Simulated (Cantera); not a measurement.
Moist CO burnout

An isothermal, constant-pressure homogeneous reactor starts with CO : O2 : H2O : N2 = 0.0029 : 0.035 : 0.00027 : 1 (molar parts), equivalence ratio 0.041, at 1225 K and 1.00 atm.

Cantera simulation using GRI-Mech 3.0 (53 species, 325 reactions); the numbers are that mechanism's predictions, not measurements.

```
t (s)         x CO    x O2     x H2O       x H      x H2     x NO2
--------  --------  ------  --------  --------  --------  --------
4.00e-6    0.00279  0.0337  0.000260    <1e-12    <1e-12    <1e-12
1.45e-5    0.00279  0.0337  0.000260    <1e-12    <1e-12    <1e-12
5.23e-5    0.00279  0.0337  0.000260    <1e-12    <1e-12    <1e-12
0.000189   0.00279  0.0337  0.000260  1.05e-12    <1e-12    <1e-12
0.000684   0.00279  0.0337  0.000260  1.19e-11    <1e-12    <1e-12
0.00247    0.00279  0.0337  0.000260  1.24e-10  6.16e-12    <1e-12
0.00894    0.00279  0.0337  0.000260   4.60e-9  5.84e-10    <1e-12
0.0323     0.00181  0.0332  0.000252   2.14e-6   1.07e-6  2.69e-10
0.117     0.000320  0.0325  0.000257   1.88e-7   1.82e-7   4.02e-9
0.423      2.87e-5  0.0324  0.000259   6.83e-9   1.32e-8   1.07e-8
1.53       1.40e-6  0.0324  0.000260  1.94e-10  8.54e-10   9.61e-9
5.53       2.41e-8  0.0324  0.000260  1.20e-11  1.15e-10   4.41e-9
20.0      5.54e-10  0.0324  0.000260  1.81e-12  3.17e-11   2.36e-9
```
x: mole fraction; the columns are a selection and need not sum to one.

Equilibrium at this temperature and pressure: CO 4.83e-10, O2 0.0323, H2O 0.000260, H 1.73e-12, H2 3.06e-11, NO2 6.08e-7 (gas phase only).
